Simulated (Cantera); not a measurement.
Charge: 1 mol SiH4, 0.013 mol CH4, a varied amount of H2, 0.31 mol HCl, at 2323 K and 75.0 Torr.

These are equilibrium values from Cantera (NASA tables, ideal gas, pure condensed phases), not measurements of a reactor. Candidate condensed phases: C, C6H6, C7H8, C8H18, Si, SiC; 109 gas species. The tables' values for SiCl are old estimates; treat these amounts as uncertain. Gases not in the tables: Si2H6 and higher silanes. The numbers say what is thermodynamically allowed, not how fast it happens.

x: gas mole fraction; nothing condenses.

```json
[
 {"n(H2) (mol)": "90", "x H2": "0.953", "x H": "0.0336", "x Si": "0.00860", "x HCl": "0.00310", "x SiH": "0.000936", "x SiH2": "0.000370", "x Si2": "0.000130"},
 {"n(H2) (mol)": "150", "x H2": "0.958", "x H": "0.0337", "x Si": "0.00534", "x HCl": "0.00191", "x SiH": "0.000582", "x SiH2": "0.000231", "x Si2": "5.02e-5"},
 {"n(H2) (mol)": "200", "x H2": "0.960", "x H": "0.0337", "x Si": "?", "x HCl": "?", "x SiH": "?", "x SiH2": "?", "x Si2": "?"},
 {"n(H2) (mol)": "260", "x H2": "0.961", "x H": "0.0338", "x Si": "0.00316", "x HCl": "0.00112", "x SiH": "0.000345", "x SiH2": "0.000137", "x Si2": "1.76e-5"},
 {"n(H2) (mol)": "320", "x H2": "0.962", "x H": "0.0338", "x Si": "0.00258", "x HCl": "0.000913", "x SiH": "0.000283", "x SiH2": "0.000112", "x Si2": "1.18e-5"},
 {"n(H2) (mol)": "370", "x H2": "0.963", "x H": "0.0338", "x Si": "0.00224", "x HCl": "0.000792", "x SiH": "0.000246", "x SiH2": "9.74e-5", "x Si2": "8.87e-6"},
 {"n(H2) (mol)": "430", "x H2": "0.963", "x H": "0.0338", "x Si": "0.00194", "x HCl": "0.000683", "x SiH": "0.000212", "x SiH2": "8.42e-5", "x Si2": "6.62e-6"},
 {"n(H2) (mol)": "490", "x H2": "0.964", "x H": "0.0338", "x Si": "0.00171", "x HCl": "0.000600", "x SiH": "0.000187", "x SiH2": "7.41e-5", "x Si2": "5.13e-6"},
 {"n(H2) (mol)": "540", "x H2": "0.964", "x H": "0.0338", "x Si": "?", "x HCl": "?", "x SiH": "?", "x SiH2": "?", "x Si2": "?"},
 {"n(H2) (mol)": "600", "x H2": "0.964", "x H": "0.0338", "x Si": "0.00140", "x HCl": "0.000491", "x SiH": "0.000153", "x SiH2": "6.08e-5", "x Si2": "3.45e-6"},
 {"n(H2) (mol)": "660", "x H2": "0.964", "x H": "0.0338", "x Si": "0.00127", "x HCl": "0.000447", "x SiH": "0.000139", "x SiH2": "5.54e-5", "x Si2": "2.86e-6"},
 {"n(H2) (mol)": "710", "x H2": "0.964", "x H": "0.0338", "x Si": "0.00119", "x HCl": "0.000416", "x SiH": "0.000130", "x SiH2": "5.15e-5", "x Si2": "2.48e-6"}
]
```

**Question.** Complete the blanks.

**Answer.** 
- 200, x Si: 0.00406
- 200, x HCl: 0.00145
- 200, x SiH: 0.000444
- 200, x SiH2: 0.000176
- 200, x Si2: 2.91e-5
- 540, x Si: 0.00155
- 540, x HCl: 0.000545
- 540, x SiH: 0.000170
- 540, x SiH2: 6.74e-5
- 540, x Si2: 4.24e-6
